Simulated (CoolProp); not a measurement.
Vapour-liquid equilibrium of benzene (1) + octamethylcyclotetrasiloxane (D4) (2) at 389.3 K; x and y are mole fractions of (1).

Model: multi-fluid Helmholtz-energy mixture model, Thol 2012 and Thol 2015; pair parameters Bell 2016, in CoolProp.

Task: Give the bubble pressure and the first vapour's composition at x = 0.15, 0.45, 0.85. Is there an azeotrope?

Result: x = 0.15: 0.04891 MPa, y = 0.709; x = 0.45: 0.1245 MPa, y = 0.923; x = 0.85: 0.2296 MPa, y = 0.988. No azeotrope shows between x = 0.05 and 0.95.

The pair parameters rest on a limited set of measurements; away from them the model extrapolates.
